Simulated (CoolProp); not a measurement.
Properties of n-undecane along the isobar 0.101 MPa (Tc = 365.7 °C, pc = 1.990 MPa, ω = 0.539).

Computed with CoolProp (reference Helmholtz-energy equation of state, Aleksandrov 2011). It is a short technical equation, of lower accuracy than the large ones.

```json
[
 {"T (°C)": "-8.25", "phase": "liquid", "density (kg/m³)": "762.1", "cp (kJ/(kg K))": "2.117", "speed of sound (m/s)": "1417", "expansivity (1/kK)": "1.021"},
 {"T (°C)": "2.65", "phase": "liquid", "density (kg/m³)": "753.6", "cp (kJ/(kg K))": "2.147", "speed of sound (m/s)": "1366", "expansivity (1/kK)": "___"},
 {"T (°C)": "13.65", "phase": "liquid", "density (kg/m³)": "___", "cp (kJ/(kg K))": "2.179", "speed of sound (m/s)": "1317", "expansivity (1/kK)": "1.028"},
 {"T (°C)": "24.65", "phase": "liquid", "density (kg/m³)": "736.8", "cp (kJ/(kg K))": "2.213", "speed of sound (m/s)": "___", "expansivity (1/kK)": "1.035"},
 {"T (°C)": "35.65", "phase": "liquid", "density (kg/m³)": "728.4", "cp (kJ/(kg K))": "2.250", "speed of sound (m/s)": "1224", "expansivity (1/kK)": "1.045"},
 {"T (°C)": "46.55", "phase": "liquid", "density (kg/m³)": "720.1", "cp (kJ/(kg K))": "___", "speed of sound (m/s)": "___", "expansivity (1/kK)": "1.056"},
 {"T (°C)": "57.55", "phase": "liquid", "density (kg/m³)": "711.7", "cp (kJ/(kg K))": "2.327", "speed of sound (m/s)": "1138", "expansivity (1/kK)": "1.070"},
 {"T (°C)": "68.55", "phase": "liquid", "density (kg/m³)": "703.3", "cp (kJ/(kg K))": "___", "speed of sound (m/s)": "1096", "expansivity (1/kK)": "1.086"}
]
```

Task: Complete the blanks.

Result: 
- 2.65, expansivity (1/kK): 1.023
- 13.65, density (kg/m³): 745.2
- 24.65, speed of sound (m/s): 1269
- 46.55, cp (kJ/(kg K)): 2.287
- 46.55, speed of sound (m/s): 1180
- 68.55, cp (kJ/(kg K)): 2.367
